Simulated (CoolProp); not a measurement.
Vapour-liquid equilibrium of benzene (1) + octamethylcyclotetrasiloxane (D4) (2) at 52.75 °C; x and y are mole fractions of (1).

Model: multi-fluid Helmholtz-energy mixture model, Thol 2012 and Thol 2015; pair parameters Bell 2016, in CoolProp.

Problem. Give the bubble pressure and the first vapour's composition at x = 0.35, 0.65, 0.95. Is there an azeotrope?

Solution. x = 0.35: 0.01544 MPa, y = 0.964; x = 0.65: 0.02660 MPa, y = 0.988; x = 0.95: 0.03812 MPa, y = 0.999. No azeotrope shows between x = 0.05 and 0.95.

The pair parameters rest on a limited set of measurements; away from them the model extrapolates. The gap from Raoult's law changes sign with composition, which may be real or a fault of the pair parameters; it wasn't checked against measurements.
